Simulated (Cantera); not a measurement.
**Low-pressure radical oxidation in H2/O2**

An isothermal, constant-pressure homogeneous reactor starts with H2 : O2 = 0.088 : 3.2 (molar parts), at 975 K and 10.00 Torr.

Model: GRI-Mech 3.0 (53 species, 325 reactions), integrated in Cantera. Radical loss at walls, strong at low pressure, is not modelled.

| t (s) | x H2 | x O2 | x OH | x O | x HO2 |
|---|---|---|---|---|---|
| 5.00e-5 | 0.0268 | 0.973 | <1e-12 | <1e-12 | 6.28e-12 |
| 0.000184 | 0.0268 | 0.973 | 7.85e-12 | 9.71e-12 | 2.32e-11 |
| 0.000674 | 0.0268 | 0.973 | 5.98e-11 | 1.03e-10 | 8.66e-11 |
| 0.00247 | 0.0268 | 0.973 | 1.99e-9 | 4.16e-9 | 4.12e-10 |
| 0.00909 | 0.0259 | 0.973 | 0.000196 | 0.000422 | 3.99e-6 |
| 0.0334 | 0.000220 | 0.966 | 0.000578 | 0.00611 | 4.25e-6 |
| 0.122 | 2.61e-5 | 0.972 | 0.000188 | 0.000889 | 1.80e-6 |
| 0.450 | 2.13e-6 | 0.973 | 5.58e-5 | 8.02e-5 | 4.51e-7 |
| 1.65 | 1.74e-7 | 0.973 | 1.75e-5 | 7.68e-6 | 7.77e-8 |
| 6.06 | 1.96e-8 | 0.973 | 6.40e-6 | 1.02e-6 | 1.31e-8 |
| 22.3 | 3.17e-9 | 0.973 | 2.71e-6 | 1.84e-7 | 2.62e-9 |
| 81.7 | 6.53e-10 | 0.973 | 1.27e-6 | 4.00e-8 | 6.34e-10 |
| 300 | 1.54e-10 | 0.973 | 6.22e-7 | 9.70e-9 | 2.33e-10 |
x: mole fraction; the columns are a selection and need not sum to one.

Equilibrium at this temperature and pressure: H2 9.76e-12, O2 0.973, OH 1.57e-7, O 6.20e-10, HO2 3.45e-10 (gas phase only).
